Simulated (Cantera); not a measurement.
# Transport properties of process gases

Gas mixture: N₂O : N₂ = 0.98 : 0.23 (molar parts), at 750 Torr, frozen composition.

Cantera's kinetic-theory transport with the Lennard-Jones parameters of GRI-Mech 3.0, ideal gas; thermal conductivity in the mixture-averaged form. The composition is frozen, though it would react at the higher temperatures.

```
T (K)  ρ (kg/m³)  cp (J/kg/K)  μ (µPa s)  λ (mW/m/K)     Pr  D (cm²/s) CH₃  D (cm²/s) NH₃  D (cm²/s) CH₄
-----  ---------  -----------  ---------  ----------  -----  -------------  -------------  -------------
400         1.23        980.2       19.9        26.7  0.730          0.309          0.301          0.307
600        0.821         1098       27.7        41.5  0.733          0.636          0.650          0.632
800        0.616         1182       34.4        55.3  0.735           1.05           1.10           1.04
1000       0.493         1244       40.3        68.1  0.737           1.53           1.64           1.52
1200       0.411         1282       45.8        80.0  0.734           2.08           2.25           2.07
1400       0.352         1314       50.8        91.1  0.733           2.70           2.94           2.68
1600       0.308         1340       55.5         102  0.732           3.37           3.69           3.35
1800       0.274         1361       60.0         112  0.732           4.11           4.51           4.07
2000       0.246         1378       64.4         121  0.731           4.89           5.39           4.86
```
D: mixture-averaged diffusion coefficient of that species in the mixture.
